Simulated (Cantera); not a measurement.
Feed: 1 mol H2S, 0.14 mol O2, at 2375 °C and 1.00 bar.

Cantera equilibrium calculation (NASA polynomials, part measured and part estimated; ideal gas, pure solids and liquids). Rates play no part.

```tsv
species	before	after
H2S	0.0325	0.584
H2O	0.116	0.239
S2	0.225	0.138
H2	0.439	0.0380
H	0.0308	8.33e-9
S	0.0374	4.44e-8
SO	0.0392	5.59e-6
SH	0.0663	0.000158
OH	0.00199	<1e-9
O	8.97e-5	<1e-9
SO2	0.00972	0.000785
S2O	0.00137	0.000351
```
Gas species are given as mole fractions.

Problem. Name the change that produced these shifts.
(A) temperature from 2375 °C to 850 °C
(B) temperature from 2375 °C to 1600 °C
(C) temperature from 2375 °C to 2200 °C
(D) O2 from 0.14 to 0.026 mol

Solution. A, temperature from 2375 °C to 850 °C. Gases not in the tables: S3 to S7
